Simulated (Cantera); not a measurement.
A perfectly stirred reactor is fed with H₂ : O₂ : N₂ = 1 : 1 : 8.8 (molar parts), at 465 Torr; it is adiabatic with a 775 K inlet, and is followed from long to short residence time, starting on the burning branch (τ in s: 0.33, 0.1, 0.03, 0.0091, 0.0027, 0.00082, 0.00025, 7.5e-05, 2.2e-05).

Model: GRI-Mech 3.0 (53 species, 325 reactions), integrated in Cantera.

### Question
What does this change do: pressure from 465 Torr to 760 Torr?

### Answer
```tsv
quantity	before	after
blow-out, bracketed by the residence times tried	burning at 0.250 ms, out at 75.0 µs	burning at 75.0 µs, out at 22.0 µs
x(H₂) at τ = 0.330 s	0.000109	6.82e-5
x(O₂) at τ = 0.330 s	0.0484	0.0485
x(NO) at τ = 0.330 s	2.83e-6	2.99e-6
x(H₂O) at τ = 0.330 s	0.0967	0.0968
x(H) at τ = 0.330 s	1.48e-5	5.59e-6
x(H₂) at τ = 2.70 ms	0.00238	0.00157
x(O₂) at τ = 2.70 ms	0.0486	0.0485
x(NO) at τ = 2.70 ms	3.97e-6	2.75e-6
x(H₂O) at τ = 2.70 ms	0.0926	0.0943
x(H) at τ = 2.70 ms	0.00155	0.000634
```

### Question
What does this change do: H2 1 to 0.65 parts?

### Answer
| quantity | before | after |
|---|---|---|
| blow-out, bracketed by the residence times tried | burning at 0.250 ms, out at 75.0 µs | burning at 0.820 ms, out at 0.250 ms |
| x(H₂) at τ = 0.330 s | 0.000109 | 0.000103 |
| x(O₂) at τ = 0.330 s | 0.0484 | 0.0666 |
| x(NO) at τ = 0.330 s | 2.83e-6 | 3.91e-7 |
| x(H₂O) at τ = 0.330 s | 0.0967 | 0.0640 |
| x(H) at τ = 0.330 s | 1.48e-5 | 5.85e-6 |
| x(H₂) at τ = 2.70 ms | 0.00238 | 0.00229 |
| x(O₂) at τ = 2.70 ms | 0.0486 | 0.0672 |
| x(NO) at τ = 2.70 ms | 3.97e-6 | 6.71e-7 |
| x(H₂O) at τ = 2.70 ms | 0.0926 | 0.0611 |
| x(H) at τ = 2.70 ms | 0.00155 | 0.000623 |
